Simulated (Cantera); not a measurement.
A perfectly stirred reactor is fed with N2O : H2O = 1 : 0.13 (molar parts), at 0.0263 atm; it is held at 1500 K, and followed from long to short residence time.

Cantera simulation using GRI-Mech 3.0 (53 species, 325 reactions); the numbers are that mechanism's predictions, not measurements. GRI-Mech 3.0 was tuned for natural gas; its chemistry of N2O as a main component is partial and can be far from experiment. Radical loss at walls, strong at low pressure, is not modelled. The temperature is held fixed by assumption; the heat of reaction is taken as removed at once.

Question: What does this change do: N2O 1 to 0.46 parts?

Answer: 
```json
[
 {"quantity": "x(N2O) at τ = 1.40 s", "before": "0.164", "after": "0.122"},
 {"quantity": "x(H2O) at τ = 1.40 s", "before": "0.0861", "after": "0.168"},
 {"quantity": "x(HO2) at τ = 1.40 s", "before": "1.13e-6", "after": "1.42e-6"},
 {"quantity": "x(NO2) at τ = 1.40 s", "before": "0.000263", "after": "0.000192"},
 {"quantity": "x(N2) at τ = 1.40 s", "before": "0.457", "after": "0.439"},
 {"quantity": "x(N2O) at τ = 37.0 ms", "before": "0.785", "after": "0.671"},
 {"quantity": "x(H2O) at τ = 37.0 ms", "before": "0.111", "after": "0.211"},
 {"quantity": "x(HO2) at τ = 37.0 ms", "before": "1.79e-5", "after": "1.96e-5"},
 {"quantity": "x(NO2) at τ = 37.0 ms", "before": "0.000506", "after": "0.000398"},
 {"quantity": "x(N2) at τ = 37.0 ms", "before": "0.0626", "after": "0.0714"}
]
```

Question: What does this change do: N2O 1 to 0.47 parts?

Answer: 
```tsv
quantity	before	after
x(N2O) at τ = 1.40 s	0.164	0.123
x(H2O) at τ = 1.40 s	0.0861	0.165
x(HO2) at τ = 1.40 s	1.13e-6	1.42e-6
x(NO2) at τ = 1.40 s	0.000263	0.000194
x(N2) at τ = 1.40 s	0.457	0.440
x(N2O) at τ = 37.0 ms	0.785	0.675
x(H2O) at τ = 37.0 ms	0.111	0.208
x(HO2) at τ = 37.0 ms	1.79e-5	1.96e-5
x(NO2) at τ = 37.0 ms	0.000506	0.000403
x(N2) at τ = 37.0 ms	0.0626	0.0712
```

Question: What does this change do: temperature 1500 to 1223 K?

Answer: 
```tsv
quantity	before	after
x(N2O) at τ = 1.40 s	0.164	0.819
x(H2O) at τ = 1.40 s	0.0861	0.112
x(HO2) at τ = 1.40 s	1.13e-6	2.84e-6
x(NO2) at τ = 1.40 s	0.000263	0.000532
x(N2) at τ = 1.40 s	0.457	0.0437
x(N2O) at τ = 37.0 ms	0.785	0.883
x(H2O) at τ = 37.0 ms	0.111	0.115
x(HO2) at τ = 37.0 ms	1.79e-5	7.58e-6
x(NO2) at τ = 37.0 ms	0.000506	1.59e-5
x(N2) at τ = 37.0 ms	0.0626	0.00124
```
The mechanism lacks the step 2 NO + O2 → 2 NO2, which can matter for NO2 below about 1400 K.
